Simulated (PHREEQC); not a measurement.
A solution holds 0.0035 mol/kgw ZnCl2 and 0.0039 mol/kgw Pb(NO3)2, at 25 °C. Closed to the air; pH follows from the charge balance.

The numbers come from PHREEQC with the ion-association model, phreeqc.dat.

```
Property                Result
--------------  --------------
pH                        5.18
ionic strength  0.0208 mol/kgw
```

```
species  molality  activity   log γ
-------  --------  --------  ------
NO3-      0.00760   0.00655  -0.064
Cl-       0.00649   0.00562  -0.062
Zn+2      0.00346   0.00200  -0.238
Pb+2      0.00321   0.00183  -0.244
PbCl+    0.000471  0.000409  -0.061
PbNO3+   0.000204  0.000177  -0.061
ZnCl+     3.49e-5   3.03e-5  -0.062
H+        7.44e-6   6.61e-6  -0.052
PbOH+     6.21e-6   5.40e-6  -0.061
PbCl2     3.63e-6   3.65e-6   0.002
Pb2OH+3   7.84e-7   2.21e-7  -0.550
ZnOH+     3.82e-7   3.32e-7  -0.061
ZnCl2     1.77e-7   1.78e-7   0.002
```

No solid was allowed to form.
